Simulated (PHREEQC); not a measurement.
Dissolve 12 mmol/kgw NaHSO4 and 8.5 mmol/kgw NaF at 25 °C. Closed to the air; pH follows from the charge balance.

Model: ion-association model, phreeqc.dat, run in PHREEQC.

```json
[
 {"quantity": "pH", "before": "2.51", "after": "9.88"},
 {"quantity": "ionic strength (mol/kgw)", "before": "0.0332", "after": "0.0394"}
]
```

Task: Which change was made?
(A) NaHSO4 replaced by FeSO4 at the same molality
(B) diluted 2-fold with water
(C) diluted 5-fold with water
(D) NaHSO4 from 0.012 to 0.12 mol/kgw
(E) NaF replaced by Na2SiO3 at the same molality

Result: E, NaF replaced by Na2SiO3 at the same molality

Precipitation was switched off in this run. Some of these states are supersaturated (in SiO2(a), Quartz (slow to form), for instance).
